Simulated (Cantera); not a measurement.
Feed: 1 mol Si₂Cl₆, 5.9 mol NH₃, 8.1 mol N₂, 0.00025 mol HF, at 0.190 bar.

Equilibrium computed with Cantera from the NASA thermochemical tables; the gas is ideal and each condensed phase is pure. Candidate condensed phases: NH₄Cl, Si, Si₃N₄; 49 gas species. The feed counts by its element totals alone. The tables' values for SiCl₃, SiCl are old estimates; treat these amounts as uncertain. The numbers say what is thermodynamically allowed, not how fast it happens.

log p: log10 of the partial pressure in bar; n: condensed amount in mol.

```csv
T (K),log p N₂,log p H₂,log p HCl,log p SiCl₂,log p SiCl₄,n Si₃N₄(s)
973,-1.06,-1.25,-1.35,-8.09,-2.67,0.586
1073,-1.06,-1.26,-1.34,-6.73,-2.76,0.600
1173,-1.06,-1.26,-1.33,-5.60,-2.85,0.611
1273,-1.06,-1.27,-1.32,-4.67,-2.93,0.617
1373,-1.06,-1.27,-1.32,-3.88,-3.01,0.616
1473,-1.06,-1.27,-1.33,-3.22,-3.12,0.598
1573,-1.06,-1.26,-1.35,-2.70,-3.32,[?]
1673,-1.06,-1.24,-1.41,-2.32,-3.64,[?]
1773,-1.05,-1.22,-1.50,-2.07,-4.10,[?]
1873,-1.04,-1.21,-1.61,-1.91,-4.64,[?]
```

### Question
What belongs in the gaps?

### Answer

- 1573, n Si₃N₄(s): 0.545
- 1673, n Si₃N₄(s): 0.441
- 1773, n Si₃N₄(s): 0.302
- 1873, n Si₃N₄(s): 0.161
